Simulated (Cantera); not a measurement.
Charge: 1 mol MgO, 0.24 mol Cl₂, 2 mol H₂, held at 1673.15 K and 11.0 mbar.

Equilibrium computed with Cantera from the NASA thermochemical tables; the gas is ideal and each condensed phase is pure. Candidate condensed phases: H₂O, Mg, MgCl₂, MgO, Mg(OH)₂; 22 gas species. Kinetics and transport are ignored.

Base state: H₂ 0.785, HCl 0.169, H₂O 0.0226, MgCl₂ 0.0224, H 0.000963, Mg 0.000174, Cl 0.000162, MgCl 5.19e-5 (mole fractions); condensed: MgO(s).

Q: What changes in the equilibrium state with this change: MgO replaced by Fe₃O₄?

A: 
```json
[
 {"species": "H₂O", "before": "0.0226", "after": "0.472"},
 {"species": "H₂", "before": "0.785", "after": "0.339"},
 {"species": "HCl", "before": "0.169", "after": "0.162"},
 {"species": "FeCl₂", "before": "0", "after": "0.0259"},
 {"species": "MgCl₂", "before": "0.0224", "after": "0"},
 {"species": "Mg", "before": "0.000174", "after": "0"},
 {"species": "Fe", "before": "0", "after": "0.000124"},
 {"species": "MgCl", "before": "5.19e-5", "after": "0"},
 {"species": "Fe(OH)₂", "before": "0", "after": "3.15e-5"},
 {"species": "OH", "before": "1.34e-6", "after": "4.25e-5"},
 {"species": "MgO(s), mol", "before": "0.949", "after": "0"},
 {"species": "FeO(l), mol", "before": "0", "after": "2.94"}
]
```
The tables' stoichiometric FeO is somewhat more stable than real wüstite, so its field is too wide. FeO: taken at fixed stoichiometry. Further candidate phases: Fe, FeCl₂, FeCl₃, FeO, Fe(OH)₂, Fe(OH)₃, Fe₂O₃, Fe₃O₄.
